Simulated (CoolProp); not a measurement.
Model: reference Helmholtz-energy equation of state, Akasaka 2022, in CoolProp.

### Question
For R1233zd(E), give the phase and the Z, cp (kJ/(kg K)), cv (kJ/(kg K)), speed of sound (m/s) at 386.6 K and 1.91 MPa.

### Answer
- 386.6 K and 1.91 MPa: liquid; Z 0.0771, cp 1.46, cv 0.937, speed of sound 355
